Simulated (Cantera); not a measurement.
Cantera run:

```python
import numpy as np
import cantera as ct

gas_names = """
    H HNO HNO2 HNO3 HO2 H2 H2O H2O2 N NH NH2 NH3 NH2OH NO NO2 NO3 N2 N2H2 N2H4 N2O O OH O2 O3 Si SiH
    SiH2 SiH3 SiH4 SiN SiO SiO2 Si2 Si2N Si3
""".split()
cond_names = """
    H2O(s) H2O(L) Si(cr) Si(L) SiO2(Lqz) SiO2(hqz) SiO2(L) Si2N2O(s) Si3N4(a)
""".split()


# ... load() reads the species with a 1 bar reference pressure and builds the phases ...
atoms = {
    'Si3N4': {'Si': 3, 'N': 4},
    'H2O': {'H': 2, 'O': 1},
    'N2': {'N': 2},
}
top_T = {'Si2N2O(s)': 2100, 'Si3N4(a)': 2400}  # K; cautious upper limits of use, not melting points


# ... equilibrate(T, P, feed) seeds the gas with the atoms and calls Mixture.equilibrate('TP', solver="vcs", rtol=1e-11, max_steps=5000) ...
results = []
feed = {'Si3N4': 1, 'H2O': 1.3, 'N2': 19}  # mol
P = 37  # Pa
for T in [1600, 1650, 1700, 1750, 1800, 1850, 1900, 1950, 2000, 2050, 2100, 2150, 2200]:
    mix = equilibrate(T, P, feed)
    results.append((T, P, feed, dict(zip(mix.species_names, mix.species_moles))))
    x = sorted(zip(gas.X, gas.species_names), reverse=True)
    print(f"T = {T:g} K  P = {P:g} Pa  gas = {mix.phase_moles(0):.4g} mol")
    print("   x: " + "  ".join(f"{s} {v:.3e}" for v, s in x if v > 0.0001))
    print("   condensed (mol): " + ("  ".join(f"{mix.phase(i).name} {mix.phase_moles(i):.4g}"
          for i in range(1, mix.n_phases) if mix.phase_moles(i) > 1e-12) or "none"))
```

Result:

```
T = 1600 K  P = 37 Pa  gas = 21.37 mol
   x: N2 9.168e-01  H2 6.048e-02  SiO 2.182e-02  H 6.951e-04  Si 2.423e-04
   condensed (mol): Si2N2O(s) 0.8337  Si3N4(a) 0.2869
T = 1650 K  P = 37 Pa  gas = 23.63 mol
   x: N2 8.887e-01  SiO 5.501e-02  H2 5.446e-02  H 1.102e-03  Si 7.240e-04
   condensed (mol): Si(cr) 1.682
T = 1700 K  P = 37 Pa  gas = 23.67 mol
   x: N2 8.873e-01  SiO 5.493e-02  H2 5.403e-02  Si 1.834e-03  H 1.781e-03
   condensed (mol): Si(L) 1.654
T = 1750 K  P = 37 Pa  gas = 23.73 mol
   x: N2 8.848e-01  SiO 5.478e-02  H2 5.337e-02  Si 4.057e-03  H 2.793e-03
   condensed (mol): Si(L) 1.598
T = 1800 K  P = 37 Pa  gas = 23.86 mol
   x: N2 8.801e-01  SiO 5.449e-02  H2 5.233e-02  Si 8.583e-03  H 4.258e-03  Si2N 1.103e-04
   condensed (mol): Si(L) 1.484
T = 1850 K  P = 37 Pa  gas = 24.1 mol
   x: N2 8.711e-01  SiO 5.393e-02  H2 5.074e-02  Si 1.743e-02  H 6.308e-03  Si2N 1.828e-04  Si2 1.219e-04  SiN 1.200e-04
   condensed (mol): Si(L) 1.258
T = 1900 K  P = 37 Pa  gas = 24.56 mol
   x: N2 8.546e-01  SiO 5.292e-02  H2 4.832e-02  Si 3.408e-02  H 9.069e-03  Si2N 2.935e-04  Si2 2.739e-04  SiN 2.029e-04  SiH 1.251e-04
   condensed (mol): Si(L) 0.8223
T = 1950 K  P = 37 Pa  gas = 25.42 mol
   x: N2 8.259e-01  Si 6.392e-02  SiO 5.115e-02  H2 4.474e-02  H 1.261e-02  Si2 5.814e-04  Si2N 4.496e-04  SiN 3.288e-04  SiH 1.989e-04  Si3 1.269e-04
   condensed (mol): none
T = 2000 K  P = 37 Pa  gas = 25.5 mol
   x: N2 8.234e-01  Si 6.491e-02  SiO 5.099e-02  H2 4.221e-02  H 1.737e-02  Si2 3.711e-04  SiN 2.949e-04  Si2N 2.136e-04  SiH 1.740e-04
   condensed (mol): none
T = 2050 K  P = 37 Pa  gas = 25.58 mol
   x: N2 8.207e-01  Si 6.531e-02  SiO 5.082e-02  H2 3.908e-02  H 2.332e-02  SiN 2.637e-04  Si2 2.380e-04  SiH 1.503e-04  Si2N 1.034e-04
   condensed (mol): none
T = 2100 K  P = 37 Pa  gas = 25.68 mol
   x: N2 8.176e-01  Si 6.540e-02  SiO 5.062e-02  H2 3.533e-02  H 3.045e-02  SiN 2.360e-04  Si2 1.546e-04  SiH 1.283e-04
   condensed (mol): none
T = 2150 K  P = 37 Pa  gas = 25.79 mol
   x: N2 8.141e-01  Si 6.533e-02  SiO 5.041e-02  H 3.863e-02  H2 3.104e-02  SiN 2.117e-04  SiH 1.082e-04  Si2 1.019e-04
   condensed (mol): none
T = 2200 K  P = 37 Pa  gas = 25.91 mol
   x: N2 8.104e-01  Si 6.516e-02  SiO 5.017e-02  H 4.754e-02  H2 2.636e-02  SiN 1.905e-04
   condensed (mol): none
```

Method: chemical equilibrium by Gibbs-energy minimisation in Cantera with the NASA 1993 tables (ideal gas, pure condensed phases). Mutual solubility and eutectic melting of coexisting phases are not modelled. The tables' values for SiN are old estimates; treat these amounts as uncertain.
